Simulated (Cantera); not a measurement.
A perfectly stirred reactor is fed with 0.446 % CO, 4.46 % O2, 0.104 % H2O, 95.0 % N2, at 170000 Pa; it is held at 1425 K, and followed from long to short residence time.

Computed with Cantera and GRI-Mech 3.0 (53 species, 325 reactions).

x: mole fraction; the columns are a selection and need not sum to one.

```json
[
 {"τ (s)": "7.9", "x CO": "1.37e-5", "x O2": "0.0425", "x H2O": "0.00104", "x NO": "2.76e-6", "x H": "1.40e-8", "x O": "3.03e-6", "x CO2": "0.00446"},
 {"τ (s)": "2.9", "x CO": "2.79e-5", "x O2": "0.0425", "x H2O": "0.00104", "x NO": "3.02e-6", "x H": "3.43e-8", "x O": "5.53e-6", "x CO2": "0.00445"},
 {"τ (s)": "1.0", "x CO": "5.89e-5", "x O2": "0.0425", "x H2O": "0.00104", "x NO": "3.22e-6", "x H": "9.06e-8", "x O": "1.07e-5", "x CO2": "0.00442"},
 {"τ (s)": "0.38", "x CO": "___", "x O2": "0.0425", "x H2O": "0.00104", "x NO": "3.16e-6", "x H": "___", "x O": "___", "x CO2": "0.00436"},
 {"τ (s)": "0.14", "x CO": "___", "x O2": "0.0426", "x H2O": "0.00103", "x NO": "___", "x H": "___", "x O": "___", "x CO2": "0.00425"},
 {"τ (s)": "0.050", "x CO": "0.000447", "x O2": "0.0427", "x H2O": "0.00103", "x NO": "2.01e-6", "x H": "1.40e-6", "x O": "6.87e-5", "x CO2": "0.00403"},
 {"τ (s)": "0.018", "x CO": "0.000846", "x O2": "0.0428", "x H2O": "0.00102", "x NO": "1.26e-6", "x H": "3.31e-6", "x O": "0.000124", "x CO2": "0.00363"},
 {"τ (s)": "0.0065", "x CO": "0.00151", "x O2": "0.0431", "x H2O": "0.00101", "x NO": "6.62e-7", "x H": "6.94e-6", "x O": "0.000206", "x CO2": "0.00296"},
 {"τ (s)": "0.0024", "x CO": "0.00243", "x O2": "0.0435", "x H2O": "0.00100", "x NO": "2.65e-7", "x H": "1.14e-5", "x O": "0.000289", "x CO2": "0.00204"},
 {"τ (s)": "0.00086", "x CO": "0.00348", "x O2": "0.0440", "x H2O": "0.00100", "x NO": "5.41e-8", "x H": "1.16e-5", "x O": "0.000292", "x CO2": "0.000988"}
]
```

Q: Some entries are withheld; supply them.

A: 
- 0.38, x CO: 0.000115
- 0.38, x H: 2.21e-7
- 0.38, x O: 1.95e-5
- 0.14, x CO: 0.000227
- 0.14, x NO: 2.73e-6
- 0.14, x H: 5.54e-7
- 0.14, x O: 3.65e-5
